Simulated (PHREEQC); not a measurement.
Dissolve 0.27 mol HF and 0.011 mol Na2SO4 per kg of water at 25 °C. Closed to the air; pH follows from the charge balance.

The numbers come from PHREEQC with the ion-association model, wateq4f.dat.

```
quantity                          before    after
-------------------------------  -------  -------
pH                                  1.97     2.08
ionic strength (mol/kgw)          0.0407   0.0358
HF (mol/kgw)                       0.142    0.207
H2F2 (mol/kgw)                    0.0529   0.0196
F- (mol/kgw)                      0.0107  0.00841
SO4-2 (mol/kgw)                  0.00658  0.00436
SI of Mirabilite (Na2SO4:10H2O)    -4.89    -6.91
```

Problem. Name the change that produced these shifts.
(A) diluted 2-fold with water
(B) 0.062 mol/kgw HBr added
(C) 0.0054 mol/kgw CsOH added
(D) HF from 0.27 to 0.135 mol/kgw
(E) temperature from 25 to 70 °C

Solution. E, temperature from 25 to 70 °C

This is a speciation only: nothing precipitates in the calculation. wateq4f.dat counts part of the HF as a dimer, H2F2, which phreeqc.dat doesn't know; its constant is uncertain. Away from 25 °C the constants follow the database's enthalpies or fits; those with neither stay at their 25 °C values.
